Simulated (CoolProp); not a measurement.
Values from CoolProp's reference Helmholtz-energy equation of state, Span 2000.

### Question
For nitrogen, give the phase and the viscosity (µPa s) at 152.7 K and 0.0157 MPa; 359.5 K and 5.58 MPa; 686.6 K and 2.97 MPa.

### Answer
- 152.7 K and 0.0157 MPa: gas; viscosity 10.2
- 359.5 K and 5.58 MPa: supercritical; viscosity 21.3
- 686.6 K and 2.97 MPa: gas; viscosity 32.5

Viscosity comes from a separate model (Lemmon 2004).
